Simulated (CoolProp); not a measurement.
Vapour-liquid equilibrium of n-octane (1) + m-xylene (2) at 489.9 K; x and y are mole fractions of (1).

Model: multi-fluid Helmholtz-energy mixture model, Beckmüller 2019 and Zhou 2012; pair parameters Bell 2016, in CoolProp.

| x | bubble pressure (bar) | y at the bubble point | dew pressure at overall composition x (bar) | liquid density (mol/L) |
|---|---|---|---|---|
| 0.05 | 5.728 | 0.066 | 5.701 | 6.193 |
| 0.2 | 6.053 | 0.246 | 5.969 | 5.864 |
| 0.35 | 6.355 | 0.408 | 6.247 | 5.558 |
| 0.5 | 6.638 | 0.556 | 6.532 | 5.273 |
| 0.65 | 6.904 | 0.695 | 6.819 | 5.007 |
| 0.8 | 7.155 | 0.828 | 7.103 | 4.759 |
| 0.95 | 7.392 | 0.957 | 7.378 | 4.527 |

No azeotrope shows between x = 0.05 and 0.95.

The pair parameters rest on a limited set of measurements; away from them the model extrapolates.
